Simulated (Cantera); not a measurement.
A Cantera script and its output.

```python
import numpy as np
import cantera as ct

gas = ct.Solution("gri30.yaml")


def delay(T, t_max=10):
    gas.TPX = T, 101325, {'CO': 1, 'H2': 0.049, 'O2': 0.603, 'N2': 4.22}
    reactor = ct.IdealGasConstPressureReactor(gas, clone=False)
    net = ct.ReactorNet([reactor])
    net.rtol, net.atol = 1e-8, 1e-16
    while net.time < t_max:
        t_old, T_old = net.time, reactor.T
        net.step()
        if reactor.T > T + 400:  # ignition: a rise of 400 K
            return t_old + (T + 400 - T_old) / (reactor.T - T_old) * (net.time - t_old)
    return np.nan


taus = []
for T in [1075, 1150, 1225, 1300, 1375, 1450, 1525, 1600, 1675, 1750]:
    taus.append(delay(T))
    print(f"T0 = {T:6g} K   tau = {taus[-1]:.4e} s")
```

It prints:

```
T0 =   1075 K   tau = 6.5462e-04 s
T0 =   1150 K   tau = 4.1622e-04 s
T0 =   1225 K   tau = 3.1833e-04 s
T0 =   1300 K   tau = 2.7061e-04 s
T0 =   1375 K   tau = 2.4765e-04 s
T0 =   1450 K   tau = 2.3974e-04 s
T0 =   1525 K   tau = 2.4213e-04 s
T0 =   1600 K   tau = 2.5203e-04 s
T0 =   1675 K   tau = 2.6765e-04 s
T0 =   1750 K   tau = 2.8787e-04 s
```

Model: GRI-Mech 3.0 (53 species, 325 reactions), integrated in Cantera. Where the delays flatten at high temperature, the 400 K rule measures the pace of heat release, not the induction time.
